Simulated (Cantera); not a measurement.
Input: 1 mol HMDSO, 0.89 mol N2O, 18 mol H2, held at 352 °C and 0.100 bar.

Cantera equilibrium calculation (NASA polynomials, part measured and part estimated; ideal gas, pure solids and liquids). Candidate condensed phases: C, C6H6, C7H8, C8H18, H2O, Si, SiC, SiO2, Si2N2O, Si3N4; 151 gas species. The feed counts by its element totals alone. The numbers say what is thermodynamically allowed, not how fast it happens.

Base state: H2 0.708, CH4 0.283, N2 0.00874, NH3 0.000153 (mole fractions); condensed: SiO2(α-quartz) + Si2N2O(s).

**Question.** What changes in the equilibrium state with this change: N2O from 0.89 to 2.7 mol?

**Answer.** 
| species | before | after |
|---|---|---|
| H2 | 0.708 | 0.635 |
| CH4 | 0.283 | 0.254 |
| N2 | 0.00874 | 0.110 |
| NH3 | 0.000153 | 0.000462 |
| SiO2(α-quartz), mol | 0.593 | 1.80 |
| Si2N2O(s), mol | 0.703 | 0.100 |
